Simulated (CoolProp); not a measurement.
Vapour-liquid equilibrium of C3F8 (R218) (1) + c-C4F8 (RC318) (2) at 32.15 °C; x and y are mole fractions of (1).

The numbers come from the multi-fluid Helmholtz-energy mixture model, Lemmon 2006 and Platzer 1990; pair parameters Bell 2016 in CoolProp. This equation is an older, rougher fit; its heat capacities, sound speeds and derivatives of the liquid may be far off and weren't checked against measurements.

| x | bubble pressure (MPa) | y at the bubble point | dew pressure at overall composition x (MPa) | liquid density (mol/L) |
|---|---|---|---|---|
| 0.05 | ? | 0.070 | 0.3966 | 7.353 |
| 0.2 | ? | 0.300 | ? | 7.366 |
| 0.35 | 0.5171 | 0.518 | 0.4579 | 7.349 |
| 0.5 | 0.6146 | ? | 0.5095 | 7.301 |
| 0.65 | 0.7309 | 0.822 | ? | 7.215 |
| 0.8 | 0.8601 | 0.913 | ? | 7.083 |
| 0.95 | ? | 0.981 | ? | 6.888 |

**Question.** Some entries are withheld; supply them.

**Answer.** 
- 0.05, bubble pressure (MPa): 0.3994
- 0.2, bubble pressure (MPa): 0.4444
- 0.2, dew pressure at overall composition x (MPa): 0.4217
- 0.5, y at the bubble point: 0.693
- 0.65, dew pressure at overall composition x (MPa): 0.5857
- 0.8, dew pressure at overall composition x (MPa): 0.7073
- 0.95, bubble pressure (MPa): 0.9986
- 0.95, dew pressure at overall composition x (MPa): 0.9294

No azeotrope shows between x = 0.05 and 0.95.

The pair parameters rest on a limited set of measurements; away from them the model extrapolates.
